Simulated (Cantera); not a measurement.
NO annealing gas

An isothermal, constant-pressure homogeneous reactor starts with NO : N₂ = 4.1 : 19 (molar parts), at 1850 K and 0.0651 atm.

Computed with Cantera and GRI-Mech 3.0 (53 species, 325 reactions).

```
t (s)      x NO      x O      x O₂    x N₂O   x N₂
--------  -----  -------  --------  -------  -----
0.000400  0.177  2.96e-7  4.82e-10  2.94e-7  0.823
0.00106   0.177  7.81e-7   3.40e-9  7.68e-7  0.823
0.00282   0.177  2.06e-6   2.43e-8  1.94e-6  0.823
0.00750   0.177  5.59e-6   1.90e-7  4.56e-6  0.823
0.0199    0.177  1.58e-5   1.88e-6  8.92e-6  0.823
0.0529    0.177  3.48e-5   1.98e-5  1.24e-5  0.823
0.141     0.177  4.16e-5  0.000108  1.28e-5  0.823
0.373     0.177  4.34e-5  0.000356  1.28e-5  0.823
0.992     0.175  4.78e-5   0.00102  1.25e-5  0.824
2.64      0.172  5.79e-5   0.00285  1.19e-5  0.825
7.00      0.162  7.91e-5   0.00791  1.03e-5  0.830
```
x: mole fraction; the columns are a selection and need not sum to one.

Equilibrium at this temperature and pressure: NO 0.00340, O 0.000223, O₂ 0.0869, N₂O 5.36e-8, N₂ 0.909 (gas phase only).
